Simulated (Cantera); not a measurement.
A Cantera script and its output.

```python
import numpy as np
import cantera as ct

gas = ct.Solution("gri30.yaml")
gas.TPX = 1625, 100000, {'C2H6': 1, 'H2': 92}
reactor = ct.IdealGasConstPressureReactor(gas, energy="off", clone=False)
net = ct.ReactorNet([reactor])
net.rtol, net.atol = 1e-08, 1e-18
show = ['C2H6', 'H2', 'C2H2', 'CH3', 'C2H4']
times = np.geomspace(0.0004, 10, 10)

steps = ct.SolutionArray(gas, extra=["t"])
rows = []
print(f"{'t/s':>10s}{'T/K':>9s}{'P/Pa':>11s}" + "".join(f"{s:>11s}" for s in show))
for t in times:
    while net.time < t:
        t_next = net.step()
        steps.append(gas.state, t=t_next)
    rows.append([np.interp(t, steps.t, y) for y in (steps.T, steps.P, *steps(*show).X.T)])
    print(f"{t:10.3e}{rows[-1][0]:9.1f}{rows[-1][1]:11.4g}" + "".join(f"{x:11.3e}" for x in rows[-1][2:]))
rate = np.gradient(steps.T, steps.t)
print("integrator steps:", len(steps.t))
if steps.T.max() > steps.T[0] + 200:
    print(f"time of steepest temperature rise: {steps.t[rate.argmax()]:.4e} s")
gas.TPX = 1625, 100000, {'C2H6': 1, 'H2': 92}
gas.equilibrate("TP")
print(f"equilibrium (TP): T = {gas.T:.1f} K  " + "  ".join(f"{s} {gas[s].X[0]:.3e}" for s in show))
```

Result:

```
       t/s      T/K       P/Pa       C2H6         H2       C2H2        CH3       C2H4
 4.000e-04   1625.0      1e+05  6.405e-06  9.842e-01  3.153e-03  2.709e-05  2.473e-03
 1.232e-03   1625.0      1e+05  3.040e-06  9.842e-01  4.132e-03  1.651e-05  1.466e-03
 3.796e-03   1625.0      1e+05  1.376e-06  9.842e-01  4.943e-03  1.524e-05  6.230e-04
 1.170e-02   1625.0      1e+05  1.047e-06  9.842e-01  5.090e-03  1.518e-05  4.405e-04
 3.603e-02   1625.0      1e+05  1.043e-06  9.841e-01  5.007e-03  1.543e-05  4.324e-04
 1.110e-01   1625.0      1e+05  1.040e-06  9.838e-01  4.774e-03  1.614e-05  4.127e-04
 3.420e-01   1625.0      1e+05  1.038e-06  9.832e-01  4.243e-03  1.774e-05  3.680e-04
 1.054e+00   1625.0      1e+05  1.047e-06  9.825e-01  3.590e-03  1.971e-05  3.131e-04
 3.246e+00   1625.0      1e+05  1.051e-06  9.823e-01  3.416e-03  2.023e-05  2.984e-04
 1.000e+01   1625.0      1e+05  1.051e-06  9.823e-01  3.414e-03  2.023e-05  2.983e-04
integrator steps: 1007
equilibrium (TP): T = 1625.0 K  C2H6 1.051e-06  H2 9.823e-01  C2H2 3.414e-03  CH3 2.023e-05  C2H4 2.983e-04
```

Model: GRI-Mech 3.0 (53 species, 325 reactions), integrated in Cantera. GRI-Mech 3.0 stops at C3 and has no aromatics, soot or wall deposition, so with more carbon than oxygen in the feed, carbon stays in small species such as C2H2 where larger ones or solid carbon would form.
